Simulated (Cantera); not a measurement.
An isothermal, constant-pressure homogeneous reactor starts with 26.4 % CH₄, 71.4 % H₂, 2.19 % N₂, at 1550 K and 10.00 Torr.

Computed with Cantera and GRI-Mech 3.0 (53 species, 325 reactions). GRI-Mech 3.0 stops at C3 and has no aromatics, soot or wall deposition, so with more carbon than oxygen in the feed, carbon stays in small species such as C2H2 where larger ones or solid carbon would form. Radical loss at walls, strong at low pressure, is not modelled.

### Question
Predict: x(CH₄) at 3.00 s; x(H₂) at 3.00 s; x(C₂H₄) at 3.00 s; x(C₂H) at 3.00 s; x(CH₃) at 3.00 s.

### Answer
```
Quantity                                              Result
-----------------  -----------------------------------------
x(CH₄) at 3.00 s       0.127 (gas-phase equilibrium 0.00170)
x(H₂) at 3.00 s          0.799 (gas-phase equilibrium 0.877)
x(C₂H₄) at 3.00 s  0.000662 (gas-phase equilibrium 0.000195)
x(C₂H) at 3.00 s     2.49e-8 (gas-phase equilibrium 7.14e-8)
x(CH₃) at 3.00 s    0.000472 (gas-phase equilibrium 1.01e-5)
```
